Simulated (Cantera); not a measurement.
Input: 1 mol Al, 21 mol N2O, 76 mol H2, held at 0.100 bar.

Cantera equilibrium calculation (NASA polynomials, part measured and part estimated; ideal gas, pure solids and liquids). Candidate condensed phases: Al, AlN, Al2O3, H2O; 35 gas species. Rates play no part. All values below are at 1050 K.

Base state: H2 0.582, N2 0.216, H2O 0.201 (mole fractions); condensed: Al2O3(s).

**Question.** What changes in the equilibrium state with this change: N2O from 21 to 1.6 mol?

**Answer.** 
| species | before | after |
|---|---|---|
| H2 | 0.582 | 0.978 |
| N2 | 0.216 | 0.0206 |
| H2O | 0.201 | 0.00129 |
| Al2O3(s), mol | 0.500 | 0.500 |
